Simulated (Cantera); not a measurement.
Input (Python, Cantera):

```python
import numpy as np
import cantera as ct

gas = ct.Solution("h2o2.yaml")
gas.TPX = 450, 69000, {'H2': 1, 'O2': 0.312, 'N2': 1.17}
flame = ct.FreeFlame(gas, width=0.052)
flame.set_refine_criteria(ratio=3, slope=0.08, curve=0.16)
flame.transport_model = "mixture-averaged"
flame.solve(loglevel=0, auto=True)
z, T = flame.grid, flame.T
thick = (T[-1] - T[0]) / np.gradient(T, z).max()
show = ['H2', 'O2', 'O', 'H2O2', 'H2O', 'H']
print(f"laminar burning velocity  {flame.velocity[0] * 100:.3f} cm/s")
print(f"burnt temperature         {T[-1]:.1f} K")
print(f"thermal thickness         {thick * 1e3:.4f} mm")
print(f"grid points               {len(z)}")
z0 = z[flame.heat_release_rate.argmax()]
print(f"{'z/mm':>9s}{'T/K':>9s}{'u/(m/s)':>9s}" + "".join(f"{s:>11s}" for s in show))
rows = []
for k in (-3, -2, -1.5, -1, -0.5, -0.25, 0, 0.25, 0.5, 1, 2, 4, 8):
    zz = z0 + k * thick
    rows.append([k * thick, np.interp(zz, z, T), np.interp(zz, z, flame.velocity),
                 *(np.interp(zz, z, flame.X[gas.species_index(s)]) for s in show)])
    print(f"{rows[-1][0] * 1e3:9.3f}{rows[-1][1]:9.1f}{rows[-1][2]:9.3f}" + "".join(f"{x:11.3e}" for x in rows[-1][3:]))
```

It prints:

```
laminar burning velocity  551.105 cm/s
burnt temperature         2317.7 K
thermal thickness         0.6532 mm
grid points               129
     z/mm      T/K  u/(m/s)         H2         O2          O       H2O2        H2O          H
   -1.960    450.0    5.511  4.029e-01  1.257e-01  3.289e-15  2.592e-16  8.077e-14  4.770e-17
   -1.306    450.0    5.511  4.029e-01  1.257e-01  1.029e-12  1.420e-13  2.607e-11  1.774e-14
   -0.980    450.0    5.511  4.029e-01  1.257e-01  1.485e-11  2.478e-12  3.893e-10  5.228e-13
   -0.653    450.0    5.511  4.029e-01  1.257e-01  1.067e-09  3.260e-10  3.621e-08  6.088e-10
   -0.327    462.6    5.644  4.001e-01  1.260e-01  3.652e-06  4.236e-06  3.235e-04  5.285e-05
   -0.163    715.2    8.510  3.661e-01  1.201e-01  2.339e-04  2.933e-05  1.996e-02  7.251e-03
    0.000   1167.9   13.458  2.571e-01  8.118e-02  3.891e-03  2.345e-06  1.064e-01  4.976e-02
    0.163   1466.2   16.718  1.565e-01  2.277e-02  5.928e-03  1.429e-06  2.159e-01  8.764e-02
    0.327   1594.7   18.063  1.338e-01  6.753e-03  4.649e-03  9.698e-07  2.476e-01  9.068e-02
    0.653   1720.9   19.331  1.358e-01  3.295e-03  3.773e-03  6.024e-07  2.563e-01  7.891e-02
    1.306   1855.5   20.642  1.433e-01  2.299e-03  2.856e-03  3.267e-07  2.614e-01  6.282e-02
    2.613   1987.9   21.892  1.504e-01  1.437e-03  1.855e-03  1.676e-07  2.673e-01  4.683e-02
    5.225   2103.6   22.955  1.563e-01  7.732e-04  1.026e-03  8.741e-08  2.733e-01  3.280e-02
```

Computed with Cantera and the H2/O2 subset of GRI-Mech 3.0, which has no nitrogen chemistry. Burning velocities carry a grid error of a few per cent, more on coarse grids.
